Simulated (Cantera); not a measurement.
An adiabatic, constant-pressure homogeneous reactor starts with C3H8 : O2 : N2 = 1 : 2.38 : 8.95 (molar parts), equivalence ratio 2.1, at 1098 K and 3750 Torr. Integrator tolerance rtol = 1e-08.

Detailed kinetics in Cantera: GRI-Mech 3.0 (53 species, 325 reactions). GRI-Mech 3.0 was tuned for natural gas; its chemistry of propane as a main component is partial and can be far from experiment.

What does this change do: pressure from 3750 Torr to 6600 Torr?


```csv
quantity,before,after
time of steepest temperature rise,21.7 ms,13.8 ms
temperature at 1.00 s,2215 K,2217 K
equilibrium temperature,2215 K,2217 K
x(C3H8) at 1.00 s,<1e-12 (gas-phase equilibrium <1e-12),<1e-12 (gas-phase equilibrium <1e-12)
x(O2) at 1.00 s,1.07e-7 (gas-phase equilibrium 1.07e-7),6.22e-8 (gas-phase equilibrium 6.22e-8)
x(O) at 1.00 s,4.39e-7 (gas-phase equilibrium 4.39e-7),2.55e-7 (gas-phase equilibrium 2.55e-7)
x(H2O) at 1.00 s,0.0917 (gas-phase equilibrium 0.0917),0.0918 (gas-phase equilibrium 0.0918)
x(CH2CO) at 1.00 s,2.15e-12 (gas-phase equilibrium 2.42e-12),6.68e-12 (gas-phase equilibrium 7.47e-12)
x(HCN) at 1.00 s,9.32e-7 (gas-phase equilibrium 9.32e-7),1.64e-6 (gas-phase equilibrium 1.64e-6)
```

What does this change do: initial temperature 1098 to 1798 K?


```csv
quantity,before,after
time of steepest temperature rise,21.7 ms,4.47 µs
temperature at 1.00 s,2215 K,2792 K
equilibrium temperature,2215 K,2792 K
x(C3H8) at 1.00 s,<1e-12 (gas-phase equilibrium <1e-12),<1e-12 (gas-phase equilibrium <1e-12)
x(O2) at 1.00 s,1.07e-7 (gas-phase equilibrium 1.07e-7),3.39e-5 (gas-phase equilibrium 3.39e-5)
x(O) at 1.00 s,4.39e-7 (gas-phase equilibrium 4.39e-7),0.000138 (gas-phase equilibrium 0.000138)
x(H2O) at 1.00 s,0.0917 (gas-phase equilibrium 0.0917),0.0913 (gas-phase equilibrium 0.0913)
x(CH2CO) at 1.00 s,2.15e-12 (gas-phase equilibrium 2.42e-12),<1e-12 (gas-phase equilibrium 1.05e-12)
x(HCN) at 1.00 s,9.32e-7 (gas-phase equilibrium 9.32e-7),8.32e-7 (gas-phase equilibrium 8.32e-7)
```
